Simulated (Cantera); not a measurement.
Charge: 1 mol CuO, 1.1 mol CO, held at 825 K and 0.278 Torr.

These are equilibrium values from Cantera (NASA tables, ideal gas, pure condensed phases), not measurements of a reactor. Candidate condensed phases: C, Cu, CuO, Cu2O; 15 gas species. Equilibrium is a limit: real reactors are often held back by kinetics, nucleation or transport.

Q: What is the equilibrium state?

A: 
```json
{
 "x(CO2)": "0.909",
 "x(CO)": "0.0909",
 "n(Cu(s))": "1.00 mol",
 "gas_amount": "1.100 mol",
 "log10 activity of C(graphite) (absent)": "-3.82"
}
```
